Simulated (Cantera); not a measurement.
# Catalytic stagnation flow on Pt

A jet of CH4 : O2 : N2 = 0.014 : 0.11 : 0.79 (molar parts), equivalence ratio 0.25 at 300 K and 0.415 atm hits a platinum plate 3.9 cm away at a mass flux of 0.039 kg/m²/s; the plate temperature is set and raised in steps from an oxygen-covered start.

Detailed kinetics in Cantera: Deutschmann's 1995 Pt surface mechanism with GRI-Mech 3.0 gas chemistry. Catalytic surfaces can have several steady states; this one follows from the mechanism file's or the stated starting coverage.

| plate T (K) | wall x CH4 | wall x O2 | wall x H2O | wall x OH | wall x CO | wall x CO2 | θ free Pt | θ O* | θ OH* |
|---|---|---|---|---|---|---|---|---|---|
| 950 | 0.00491 | 0.0982 | 0.0193 | 4.54e-8 | 2.10e-6 | 0.0127 | 0.188 | 0.811 | 0.00190 |
| 1000 | 0.00315 | 0.0946 | 0.0225 | 1.20e-7 | 1.80e-6 | 0.0148 | 0.247 | 0.751 | 0.00189 |
| 1050 | 0.00212 | 0.0924 | 0.0244 | 2.83e-7 | 1.59e-6 | 0.0160 | 0.308 | 0.691 | 0.00178 |
| 1100 | 0.00131 | 0.0910 | 0.0257 | 6.45e-7 | 2.51e-6 | 0.0167 | 0.369 | 0.629 | 0.00164 |
| 1150 | 0.000822 | 0.0900 | 0.0266 | 1.28e-6 | 3.13e-6 | 0.0172 | 0.430 | 0.569 | 0.00149 |
| 1200 | 0.000462 | 0.0892 | 0.0274 | 2.38e-6 | 3.77e-6 | 0.0177 | 0.488 | 0.510 | 0.00134 |
| 1250 | 0.000202 | 0.0886 | 0.0281 | 4.21e-6 | 4.11e-6 | 0.0180 | 0.545 | 0.454 | 0.00120 |
x: mole fraction at the wall; θ: surface coverage.
